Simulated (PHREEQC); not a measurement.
1 kg of water holding 0.015 mol/kgw KCl, 0.47 mol/kgw CaCl2, 0.0041 mol/kgw MgCl2 and 0.0042 mol/kgw NaCl is evaporated at 30 °C; the solids stay in contact with the brine. No CO2 enters from the air. The run lets Bischofite, Brucite, Carnallite, Halite, Portlandite, Sylvite, MgCl2_4H2O precipitate or redissolve, and no other solid.

The numbers come from PHREEQC with the Pitzer model, pitzer.dat.

```tsv
water left (kg)	ionic strength	water activity	Mg in solution (mol/kgw)	Cl in solution (mol/kgw)	Na in solution (mol/kgw)
1	1.44	0.976	0.00410	0.967	0.00420
0.8219	1.75	0.971	0.00499	1.18	0.00511
0.5552	2.60	0.954	0.00738	1.74	0.00756
0.4563	3.16	0.941	0.00899	2.12	0.00920
0.375	3.84	0.924	0.0109	2.58	0.0112
0.2533	5.69	0.871	0.0162	3.82	0.0166
0.2082	6.92	0.829	0.0197	4.65	0.0202
0.1711	8.42	0.774	0.0240	5.65	0.0245
0.1156	12.5	0.609	0.0355	8.37	0.0363
0.09502	15.2	0.496	0.0431	10.2	0.0442
```
